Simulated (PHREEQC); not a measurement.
1 kg of water holding 160 mmol/kgw MgCl2 meets 20 L of dry gas (CO2 0.37, CH4 0.63 by moles) at fixed total pressure, at 10 °C; fugacities by Peng-Robinson. The gases take part in no redox reaction, some water evaporates into the gas, and hydrates or a liquid gas phase aren't modelled. No solid was allowed to form.

Computed with PHREEQC (ion-association model, phreeqc.dat).

| P (atm) | dissolved CO2 (all carbonate carbon) (mol/kgw) | φ of CO2 | p of CO2 (atm) | dissolved CH4 (mol/kgw) |
|---|---|---|---|---|
| 1 | 0.0171 | 0.994 | 0.353 | 0.00132 |
| 2 | (withheld) | 0.988 | 0.712 | 0.00265 |
| 3 | (withheld) | 0.981 | 1.07 | 0.00397 |
| 5 | (withheld) | 0.969 | 1.79 | 0.00657 |
| 7.5 | (withheld) | 0.954 | 2.69 | 0.00976 |
| 10 | (withheld) | 0.939 | 3.59 | 0.0129 |
| 15 | (withheld) | 0.910 | 5.39 | 0.0190 |
| 20 | 0.300 | 0.881 | 7.20 | 0.0248 |

### Question
Complete the blanks.

### Answer

- 2, dissolved CO2 (all carbonate carbon) (mol/kgw): 0.0340
- 3, dissolved CO2 (all carbonate carbon) (mol/kgw): 0.0507
- 5, dissolved CO2 (all carbonate carbon) (mol/kgw): 0.0834
- 7.5, dissolved CO2 (all carbonate carbon) (mol/kgw): 0.123
- 10, dissolved CO2 (all carbonate carbon) (mol/kgw): 0.161
- 15, dissolved CO2 (all carbonate carbon) (mol/kgw): 0.233

Away from 25 °C the constants follow the database's enthalpies or fits; those with neither stay at their 25 °C values.
